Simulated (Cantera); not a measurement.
Charge: 1 mol B2O3, 0.73 mol O2, equilibrated at 0.00170 bar.

Method: chemical equilibrium by Gibbs-energy minimisation in Cantera with the NASA 1993 tables (ideal gas, pure condensed phases). Candidate condensed phases: B, B2O3; 10 gas species. Rates play no part. All values below are at 1177 °C.

Base state: O2 0.995, B2O3 0.00442, BO2 0.000528, O 4.86e-5 (mole fractions); condensed: B2O3(l).

### Question
What changes in the equilibrium state with this change: pressure from 0.00170 bar to 0.000100 bar?

### Answer
| species | before | after |
|---|---|---|
| O2 | 0.995 | 0.920 |
| B2O3 | 0.00442 | 0.0751 |
| BO2 | 0.000528 | 0.00433 |
| O | 4.86e-5 | 0.000193 |
| B2O3(l), mol | 0.997 | 0.939 |
